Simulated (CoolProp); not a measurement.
Saturation properties of ethylene (Tc = 282.4 K, pc = 5042 kPa, ω = 0.087).

Computed with CoolProp (reference Helmholtz-energy equation of state, Smukala 2000).

```json
[
 {"T (K)": "136.1", "p (kPa)": "8.229", "enthalpy of vaporisation (kJ/kg)": "527.1", "liquid cp (kJ/(kg K))": "2.411"},
 {"T (K)": "145", "p (kPa)": "18.31", "enthalpy of vaporisation (kJ/kg)": "515.7", "liquid cp (kJ/(kg K))": "2.405"},
 {"T (K)": "153.9", "p (kPa)": "36.71", "enthalpy of vaporisation (kJ/kg)": "503.9", "liquid cp (kJ/(kg K))": "2.404"},
 {"T (K)": "162.7", "p (kPa)": "67.14", "enthalpy of vaporisation (kJ/kg)": "491.9", "liquid cp (kJ/(kg K))": "2.409"},
 {"T (K)": "171.6", "p (kPa)": "115.3", "enthalpy of vaporisation (kJ/kg)": "479.2", "liquid cp (kJ/(kg K))": "2.421"},
 {"T (K)": "180.4", "p (kPa)": "185.6", "enthalpy of vaporisation (kJ/kg)": "465.8", "liquid cp (kJ/(kg K))": "2.442"},
 {"T (K)": "189.3", "p (kPa)": "286.1", "enthalpy of vaporisation (kJ/kg)": "451.4", "liquid cp (kJ/(kg K))": "2.474"},
 {"T (K)": "198.2", "p (kPa)": "422.8", "enthalpy of vaporisation (kJ/kg)": "435.8", "liquid cp (kJ/(kg K))": "2.518"},
 {"T (K)": "207", "p (kPa)": "600.7", "enthalpy of vaporisation (kJ/kg)": "419.0", "liquid cp (kJ/(kg K))": "2.577"},
 {"T (K)": "215.9", "p (kPa)": "831.2", "enthalpy of vaporisation (kJ/kg)": "400.3", "liquid cp (kJ/(kg K))": "2.655"},
 {"T (K)": "224.7", "p (kPa)": "1117", "enthalpy of vaporisation (kJ/kg)": "379.8", "liquid cp (kJ/(kg K))": "2.760"},
 {"T (K)": "233.6", "p (kPa)": "1472", "enthalpy of vaporisation (kJ/kg)": "356.6", "liquid cp (kJ/(kg K))": "2.904"}
]
```

It boils at 169.4 K under 1 atm.
